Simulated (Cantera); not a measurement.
Charge: 1 mol CH₃F, 1.2 mol Si, 4.9 mol H₂, at 3025 K and 1.33 mbar.

Cantera equilibrium calculation (NASA polynomials, part measured and part estimated; ideal gas, pure solids and liquids). Candidate condensed phases: C, C₆H₆, C₇H₈, C₈H₁₈, Si, SiC; 113 gas species. The tables' values for SiF, SiF₂ are old estimates; treat these amounts as uncertain. Equilibrium is a limit: real reactors are often held back by kinetics, nucleation or transport.

Base state: H 0.791, Si 0.0726, HF 0.0545, H₂ 0.0287, C 0.0157, C₃ 0.0105, F 0.00972, SiC₂ 0.00682 (mole fractions); condensed: gas only.

### Question
What changes in the equilibrium state with this change: Si from 1.2 to 0.022 mol?

### Answer
```tsv
species	before	after
H	0.791	0.849
HF	0.0545	0.0653
H₂	0.0287	0.0331
Si	0.0726	0.00140
C₃	0.0105	0.0153
C	0.0157	0.0178
F	0.00972	0.0108
Si₂C	1.22e-5	5.16e-9
SiH	6.11e-5	1.27e-6
```
